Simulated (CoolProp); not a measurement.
Ethanol along the isobar 36.4 MPa: Z from the reference equation and from simpler models built on Tc = 514.7 K, pc = 6.268 MPa, ω = 0.644; each cubic takes its own stable root.

Model: reference Helmholtz-energy equation of state, Schroeder 2014, in CoolProp.

| T (K) | phase | reference | van der Waals | Redlich-Kwong |
|---|---|---|---|---|
| 316.5 | liquid | 0.7970 | 1.417 | 0.9957 |
| 339.2 | liquid | 0.7598 | 1.344 | 0.9517 |
| 361.8 | liquid | 0.7288 | 1.282 | 0.9152 |
| 384.4 | liquid | 0.7031 | 1.227 | 0.8850 |
| 407 | liquid | 0.6825 | 1.180 | 0.8600 |
| 429.6 | liquid | 0.6669 | 1.139 | 0.8398 |
| 452.3 | liquid | 0.6559 | 1.103 | 0.8237 |
| 474.9 | liquid | 0.6494 | 1.072 | 0.8115 |
| 497.5 | liquid | 0.6470 | 1.045 | 0.8027 |
| 520.1 | supercritical | 0.6488 | 1.021 | 0.7970 |
| 542.7 | supercritical | 0.6552 | 1.001 | 0.7944 |
| 565.4 | supercritical | 0.6672 | 0.9835 | 0.7944 |
| 588 | supercritical | 0.6851 | 0.9687 | 0.7970 |
